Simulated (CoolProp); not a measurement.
Vapour-liquid equilibrium of isohexane (1) + n-hexane (2) at 11 kPa; x and y are mole fractions of (1).

Computed with CoolProp (multi-fluid Helmholtz-energy mixture model, Lemmon 2006 and Thol 2019; pair parameters Bell 2016).

```json
[
 {"x": "0.05", "bubble temperature (K)": "284.4", "y at the bubble point": "0.072", "dew temperature at overall composition x (K)": "284.6", "liquid density (mol/L)": "7.737"},
 {"x": "0.2", "bubble temperature (K)": "283.0", "y at the bubble point": "0.270", "dew temperature at overall composition x (K)": "283.5", "liquid density (mol/L)": "7.741"},
 {"x": "0.35", "bubble temperature (K)": "281.7", "y at the bubble point": "0.442", "dew temperature at overall composition x (K)": "282.4", "liquid density (mol/L)": "7.743"},
 {"x": "0.5", "bubble temperature (K)": "280.5", "y at the bubble point": "0.593", "dew temperature at overall composition x (K)": "281.3", "liquid density (mol/L)": "7.744"},
 {"x": "0.65", "bubble temperature (K)": "279.4", "y at the bubble point": "0.728", "dew temperature at overall composition x (K)": "280.1", "liquid density (mol/L)": "7.745"},
 {"x": "0.8", "bubble temperature (K)": "278.5", "y at the bubble point": "0.850", "dew temperature at overall composition x (K)": "278.9", "liquid density (mol/L)": "7.745"},
 {"x": "0.95", "bubble temperature (K)": "277.5", "y at the bubble point": "0.964", "dew temperature at overall composition x (K)": "277.6", "liquid density (mol/L)": "7.745"}
]
```

No azeotrope shows between x = 0.05 and 0.95.

The pair parameters rest on a limited set of measurements; away from them the model extrapolates.
